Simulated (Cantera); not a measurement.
Feed: 1 mol Si₂H₆, 2.4 mol N₂O, 2 mol H₂, 0.14 mol CO₂, at 0.00360 bar.

Equilibrium computed with Cantera from the NASA thermochemical tables; the gas is ideal and each condensed phase is pure. Candidate condensed phases: C, C₆H₆, C₇H₈, C₈H₁₈, H₂O, Si, SiC, SiO₂, Si₂N₂O, Si₃N₄; 151 gas species. The feed counts by its element totals alone. Mutual solubility and eutectic melting of coexisting phases are not modelled. The tables hold silica as quartz up to 1696 K and as liquid above; real silica turns to tridymite and cristobalite and melts near 1996 K. Kinetics and transport are ignored.

**Question.** Which condensed phases are stable at each of these points (T (K)): 623, 723, 823, 923, 1023, 1123, 1223, 1323?

**Answer.** 
| T (K) | condensed phases | Si condensed (%) |
|---|---|---|
| 623 | SiO₂(α-quartz) + Si₂N₂O(s) | 100.0 |
| 723 | C(graphite) + SiO₂(α-quartz) + Si₂N₂O(s) | 100.0 |
| 823 | C(graphite) + SiO₂(α-quartz) + Si₂N₂O(s) | 100.0 |
| 923 | C(graphite) + SiO₂(β-quartz) + Si₂N₂O(s) | 100.0 |
| 1023 | C(graphite) + SiO₂(β-quartz) + Si₂N₂O(s) | 100.0 |
| 1123 | SiO₂(β-quartz) + Si₂N₂O(s) | 100.0 |
| 1223 | SiO₂(β-quartz) + Si₂N₂O(s) | 100.0 |
| 1323 | SiO₂(β-quartz) + Si₂N₂O(s) | 100.0 |

At 623 K the condensed part is SiO₂(α-quartz) + Si₂N₂O(s). From 723 K to 823 K the condensed part is C(graphite) + SiO₂(α-quartz) + Si₂N₂O(s). From 923 K to 1023 K the condensed part is C(graphite) + SiO₂(β-quartz) + Si₂N₂O(s). From 1123 K to 1323 K the condensed part is SiO₂(β-quartz) + Si₂N₂O(s).
